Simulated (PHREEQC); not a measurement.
Synthetic water in mg/L, 25 °C, pH 6.38, pe 12.5:

| constituent | mg/L |
|---|---|
| Na | 0.0486 |
| K | 3.76e-09 |
| Ca | 0.158 |
| Mg | 0.0825 |
| Cl | 0.242 |
| S(6) as SO4 | 0.0887 |
| Alkalinity as HCO3 | 0.245 |
| Li | 0.000209 |

Valence states are taken as typed.

All values are PHREEQC results (ion-association model, phreeqc.dat), not measurements.

The ionic strength is 2.34e-5 mol/kgw and the charge-balance error is 13.6 %.

```
species  molality  activity   log γ
-------  --------  --------  ------
Cl-       6.83e-6   6.79e-6  -0.002
HCO3-     4.41e-6   4.38e-6  -0.002
CO2       4.11e-6   4.11e-6   0.000
Ca+2      3.94e-6   3.85e-6  -0.010
Mg+2      3.39e-6   3.32e-6  -0.010
Na+       2.11e-6   2.10e-6  -0.002
SO4-2     9.22e-7   9.01e-7  -0.010
H+        4.19e-7   4.17e-7  -0.002
Li+       3.01e-8   3.00e-8  -0.002
OH-       2.44e-8   2.43e-8  -0.002
```

This is a speciation only: nothing precipitates in the calculation. Species that the database lacks are ignored.
